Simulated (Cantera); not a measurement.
A perfectly stirred reactor is fed with H₂ : O₂ = 0.12 : 1 (molar parts), equivalence ratio 0.060, at 1800 Pa; it is held at 1075 K, and followed from long to short residence time.

Model: the H2/O2 subset of GRI-Mech 3.0, which has no nitrogen chemistry, integrated in Cantera. Radical loss at walls, strong at low pressure, is not modelled. The temperature is held fixed by assumption; the heat of reaction is taken as removed at once.

**Question.** What does this change do: H2 0.12 to 0.4 parts?

**Answer.** 
```tsv
quantity	before	after
x(H₂) at τ = 3.30 s	0.000219	0.000520
x(O₂) at τ = 3.30 s	0.886	0.666
x(O) at τ = 3.30 s	0.000623	0.000531
x(H₂O) at τ = 3.30 s	0.113	0.332
x(HO₂) at τ = 3.30 s	3.16e-6	7.42e-6
x(H₂) at τ = 25.0 ms	0.00386	0.0101
x(O₂) at τ = 25.0 ms	0.872	0.654
x(O) at τ = 25.0 ms	0.0118	0.0115
x(H₂O) at τ = 25.0 ms	0.104	0.309
x(HO₂) at τ = 25.0 ms	1.09e-5	2.16e-5
```
